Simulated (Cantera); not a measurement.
Input: 1 mol SiH2Cl2, 2.3 mol N2, 0.85 mol H2.

Equilibrium computed with Cantera from the NASA thermochemical tables; the gas is ideal and each condensed phase is pure. Candidate condensed phases: NH4Cl, Si, Si3N4; 28 gas species. N2 is the only nitrogen source here; it is nearly inert below about 1500 K, so the nitride shown seldom forms there in practice. The tables' values for SiCl3 are old estimates. Equilibrium is a limit: real reactors are often held back by kinetics, nucleation or transport.

Task: What condenses at these points (T in K, P in Pa): (1800, 21); (1950, 21); (1650, 350); (2100, 21); (1350, 350); (1050, 1400)?

Result: 
```json
[
 {"T (K)": "1800", "P in Pa": "21", "condensed phases": "Si", "Si condensed (%)": "20.8"},
 {"T (K)": "1950", "P in Pa": "21", "condensed phases": "gas only", "Si condensed (%)": "0.0"},
 {"T (K)": "1650", "P in Pa": "350", "condensed phases": "Si3N4", "Si condensed (%)": "34.3"},
 {"T (K)": "2100", "P in Pa": "21", "condensed phases": "gas only", "Si condensed (%)": "0.0"},
 {"T (K)": "1350", "P in Pa": "350", "condensed phases": "Si3N4", "Si condensed (%)": "85.1"},
 {"T (K)": "1050", "P in Pa": "1400", "condensed phases": "Si3N4", "Si condensed (%)": "88.1"}
]
```
